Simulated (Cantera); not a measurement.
Mixture: 4.46 % CH₄, 0.803 % CO, 16.6 % O₂, 78.1 % N₂, equivalence ratio 0.56, at 7.60 bar, adiabatic and at constant volume. Ignition delay is the time to a rise of 400 K.

Cantera simulation using GRI-Mech 3.0 (53 species, 325 reactions); the numbers are that mechanism's predictions, not measurements.

Task: At T0 = 1425 K, what is the delay, and which 5 reactions control it most (d ln τ / d ln k, from doubling and halving each rate constant)?

Result: The delay is 0.463 ms.
```
reaction                  d ln τ / d ln k   faster rate
------------------------  ---------------  ------------
2 CH3 (+M) <=> C2H6 (+M)             0.51  lengthens it
CH3 + O2 <=> CH3O + O               -0.50   shortens it
CH3 + HO2 <=> CH3O + OH             -0.33   shortens it
H + O2 <=> O + OH                   -0.32   shortens it
CH3 + O2 <=> CH2O + OH              -0.25   shortens it
```
